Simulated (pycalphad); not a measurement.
Computed with pycalphad from the COST 507 light-alloy database (1999), at 1 atm. The database dates from 1999; later assessments differ in places, in temperatures and in the compounds included. Amounts are mole fractions of atoms.

Give the equilibrium state of Sn-63.88Si (wt.%) at 777 °C.


```
T = 1050.00 K, P = 101325 Pa, N = 1 mol of atoms
G = -38082 J/mol, H = 19533 J/mol, S = 54.87 J/(mol K)  (SER reference)
chemical potentials (J/mol): Sn -77709, Si -32780
phase             fraction      x(Sn)      x(Si)
DIAMOND_A4          0.8813   4.29e-07     1.0000
LIQUID              0.1187     0.9945     0.0055
```

Give the equilibrium state of Sn-63.88Si (wt.%) at 227 °C.


```
T = 500.00 K, P = 101325 Pa, N = 1 mol of atoms
G = -12569 J/mol, H = 4601 J/mol, S = 34.34 J/(mol K)  (SER reference)
chemical potentials (J/mol): Sn -27180, Si -10615
phase             fraction      x(Sn)      x(Si)
DIAMOND_A4          0.8820   1.89e-07     1.0000
BCT_A5              0.1180     1.0000       none
```

DIAMOND_A4 is diamond (Si); BCT_A5 is bct (Sn). An entry "none" or "no" means that the model of the phase leaves that element out.
